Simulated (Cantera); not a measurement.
A freely propagating, adiabatic, planar premixed flame of 31.6 % H2, 14.4 % O2, 54.0 % N2, equivalence ratio 1.1, unburnt at 650 K and 0.957 atm; mixture-averaged transport, grid criteria slope 0.08 and curve 0.16, no radiation.

Model: the H2/O2 subset of GRI-Mech 3.0, which has no nitrogen chemistry, integrated in Cantera. Burning velocities carry a grid error of a few per cent, more on coarse grids.

Q: Predict: laminar burning velocity; thermal thickness; peak x(H); peak x(O); peak x(OH).

A: 
- laminar burning velocity: 913 cm/s
- thermal thickness: 0.508 mm
- peak x(H): 0.0723
- peak x(O): 0.0135
- peak x(OH): 0.0192
